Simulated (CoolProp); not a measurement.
The fluid at 298.15 K and 0.666 MPa (stagnation) flows isentropically through a choked orifice. The same conditions are run with several fluids, on thermodynamics alone (safety and materials aside).

Computed with CoolProp (reference Helmholtz-energy equation of state of each fluid (sulfur hexafluoride: Guder 2009; fluorine: de Reuck 1990; normal hydrogen: Leachman 2009; ethylene: Smukala 2000; nitrogen: Span 2000)).

```csv
fluid,throat to inlet pressure ratio,mass flux (kg/(m² s)),throat temperature (K)
sulfur hexafluoride,0.593,3290,[?]
fluorine,[?],1780,251.3
normal hydrogen,0.525,412,247.1
ethylene,[?],1500,263.6
nitrogen,0.527,[?],248.2
```

Question: Fill in the missing entries.

Answer: 
- sulfur hexafluoride, throat temperature (K): 283.4
- fluorine, throat to inlet pressure ratio: 0.532
- ethylene, throat to inlet pressure ratio: 0.553
- nitrogen, mass flux (kg/(m² s)): 1540
